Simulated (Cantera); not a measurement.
Adiabatic ignition

An adiabatic, constant-volume homogeneous reactor starts with 5.86 % CO, 2.23 % H2, 1.41 % CH4, 19.0 % O2, 71.5 % N2, equivalence ratio 0.36, at 1375 K and 22500 Torr.

Computed with Cantera and GRI-Mech 3.0 (53 species, 325 reactions). The pressure lies above the range GRI-Mech 3.0 was tuned for (to about 10 atm).

| t (s) | T (K) | P (bar) | x CO | x H2 | x CH4 | x OH | x H | x CO2 | x H2O |
|---|---|---|---|---|---|---|---|---|---|
| 2.00e-6 | 1375 | 30.0 | 0.0586 | 0.0223 | 0.0141 | 8.41e-8 | 5.04e-8 | 1.45e-6 | 2.64e-6 |
| 6.65e-6 | 1376 | 30.0 | 0.0586 | 0.0222 | 0.0140 | 1.55e-6 | 8.77e-7 | 3.55e-5 | 7.75e-5 |
| 2.21e-5 | 2321 | 49.1 | 0.0168 | 0.000344 | <1e-12 | 0.00417 | 0.000178 | 0.0581 | 0.0494 |
| 7.37e-5 | 2474 | 51.9 | 0.000942 | 0.000105 | <1e-12 | 0.00312 | 3.20e-5 | 0.0746 | 0.0507 |
| 0.000245 | 2471 | 51.8 | 0.000930 | 0.000103 | <1e-12 | 0.00309 | 3.15e-5 | 0.0746 | 0.0507 |
| 0.000816 | 2463 | 51.6 | 0.000897 | 0.000100 | <1e-12 | 0.00300 | 2.99e-5 | 0.0747 | 0.0508 |
| 0.00271 | 2447 | 51.3 | 0.000836 | 9.42e-5 | <1e-12 | 0.00285 | 2.71e-5 | 0.0748 | 0.0509 |
| 0.00903 | 2437 | 51.1 | 0.000797 | 9.03e-5 | <1e-12 | 0.00274 | 2.53e-5 | 0.0748 | 0.0510 |
| 0.0301 | 2436 | 51.1 | 0.000794 | 9.00e-5 | <1e-12 | 0.00273 | 2.52e-5 | 0.0748 | 0.0510 |
| 0.100 | 2436 | 51.1 | 0.000794 | 9.00e-5 | <1e-12 | 0.00273 | 2.52e-5 | 0.0748 | 0.0510 |
x: mole fraction; the columns are a selection and need not sum to one.

```yaml
time_of_steepest_temperature_rise: 19.4 µs
temperature at 0.100 s: 2436 K
equilibrium_temperature: 2436 K
x(CO) at 0.100 s: 0.000794 (gas-phase equilibrium 0.000794)
x(H2) at 0.100 s: 9.00e-5 (gas-phase equilibrium 9.00e-5)
x(CH4) at 0.100 s: <1e-12 (gas-phase equilibrium <1e-12)
```
